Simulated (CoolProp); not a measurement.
Vapour-liquid equilibrium of isobutane (1) + isobutene (2) at 359.8 K; x and y are mole fractions of (1).

Model: multi-fluid Helmholtz-energy mixture model, Bücker 2006 and Lemmon 2005; pair parameters Bell 2016, in CoolProp.

```csv
x,"bubble pressure, mixture model (bar)","bubble pressure, Raoult's law (bar)","y, mixture model","y, Raoult's law"
0.05,14.16,14.13,[?],0.054
0.15,[?],14.26,0.161,0.162
0.25,14.52,14.39,[?],0.267
0.35,14.67,14.52,0.366,0.370
0.45,14.81,14.65,0.465,0.472
0.55,14.94,14.78,0.564,0.572
0.65,15.06,14.91,[?],0.670
0.75,[?],15.04,0.758,0.766
0.85,[?],15.18,0.855,0.861
0.95,15.34,15.31,0.952,0.954
```

Task: Some entries are withheld; supply them.

Result: 
- 0.05, y, mixture model: 0.055
- 0.15, bubble pressure, mixture model (bar): 14.35
- 0.25, y, mixture model: 0.265
- 0.65, y, mixture model: 0.661
- 0.75, bubble pressure, mixture model (bar): 15.16
- 0.85, bubble pressure, mixture model (bar): 15.25

The largest gap from Raoult's law is +1.1 % in bubble pressure, at x = 0.45. No azeotrope shows between x = 0.05 and 0.95.

Pair parameters are fitted to limited data, so mixtures are less certain than the pure fluids.
